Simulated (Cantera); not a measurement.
A perfectly stirred reactor is fed with H2 : O2 = 0.27 : 1 (molar parts), equivalence ratio 0.14, at 10.00 Torr; it is held at 1248 K, and followed from long to short residence time.

Cantera simulation using GRI-Mech 3.0 (53 species, 325 reactions); the numbers are that mechanism's predictions, not measurements. Radical loss at walls, strong at low pressure, is not modelled. The temperature is held fixed by assumption; the heat of reaction is taken as removed at once.

What does this change do: pressure from 10.00 Torr to 1.58 Torr?


```csv
quantity,before,after
x(H2) at τ = 1.20 s,0.000649,0.00474
x(O2) at τ = 1.20 s,0.758,0.727
x(HO2) at τ = 1.20 s,4.29e-6,1.35e-6
x(OH) at τ = 1.20 s,0.00271,0.00826
x(H2O2) at τ = 1.20 s,2.48e-7,6.38e-8
x(H2) at τ = 90.0 ms,0.00325,0.0110
x(O2) at τ = 90.0 ms,0.744,0.676
x(HO2) at τ = 90.0 ms,7.85e-6,1.25e-6
x(OH) at τ = 90.0 ms,0.00622,0.0117
x(H2O2) at τ = 90.0 ms,3.93e-7,5.02e-8
```

What does this change do: H2 0.27 to 0.18 parts?


```csv
quantity,before,after
x(H2) at τ = 1.20 s,0.000649,0.000451
x(O2) at τ = 1.20 s,0.758,0.831
x(HO2) at τ = 1.20 s,4.29e-6,3.21e-6
x(OH) at τ = 1.20 s,0.00271,0.00233
x(H2O2) at τ = 1.20 s,2.48e-7,1.72e-7
x(H2) at τ = 90.0 ms,0.00325,0.00220
x(O2) at τ = 90.0 ms,0.744,0.816
x(HO2) at τ = 90.0 ms,7.85e-6,5.99e-6
x(OH) at τ = 90.0 ms,0.00622,0.00528
x(H2O2) at τ = 90.0 ms,3.93e-7,2.67e-7
```

What does this change do: pressure from 10.00 Torr to 3.23 Torr?


```json
[
 {"quantity": "x(H2) at τ = 1.20 s", "before": "0.000649", "after": "0.00223"},
 {"quantity": "x(O2) at τ = 1.20 s", "before": "0.758", "after": "0.747"},
 {"quantity": "x(HO2) at τ = 1.20 s", "before": "4.29e-6", "after": "2.42e-6"},
 {"quantity": "x(OH) at τ = 1.20 s", "before": "0.00271", "after": "0.00559"},
 {"quantity": "x(H2O2) at τ = 1.20 s", "before": "2.48e-7", "after": "1.24e-7"},
 {"quantity": "x(H2) at τ = 90.0 ms", "before": "0.00325", "after": "0.00824"},
 {"quantity": "x(O2) at τ = 90.0 ms", "before": "0.744", "after": "0.702"},
 {"quantity": "x(HO2) at τ = 90.0 ms", "before": "7.85e-6", "after": "2.75e-6"},
 {"quantity": "x(OH) at τ = 90.0 ms", "before": "0.00622", "after": "0.0104"},
 {"quantity": "x(H2O2) at τ = 90.0 ms", "before": "3.93e-7", "after": "1.18e-7"}
]
```
